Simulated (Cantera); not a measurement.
A closed system holds: 1 mol Cu₂O, 700 mol H₂, 5.2 mol H₂O, equilibrated at 1125 °C and 1.33 mbar.

Cantera equilibrium calculation (NASA polynomials, part measured and part estimated; ideal gas, pure solids and liquids). Candidate condensed phases: Cu, CuO, Cu(OH)₂, Cu₂O, H₂O; 12 gas species. The numbers say what is thermodynamically allowed, not how fast it happens.

Base state: H₂ 0.990, H₂O 0.00878, Cu 0.000973, H 0.000129 (mole fractions); condensed: Cu(l).

What changes in the equilibrium state with this change: pressure from 1.33 mbar to 0.100 bar?


| species | before | after |
|---|---|---|
| H₂ | 0.990 | 0.991 |
| H₂O | 0.00878 | 0.00879 |
| H | 0.000129 | 1.49e-5 |
| Cu | 0.000973 | 1.30e-5 |
| Cu(l), mol | 1.31 | 1.99 |

What changes in the equilibrium state with this change: temperature from 1125 °C to 1227 °C?


| species | before | after |
|---|---|---|
| H₂ | 0.990 | 0.988 |
| H₂O | 0.00878 | 0.00876 |
| Cu | 0.000973 | 0.00283 |
| H | 0.000129 | 0.000479 |
| Cu(l), mol | 1.31 | 0 |
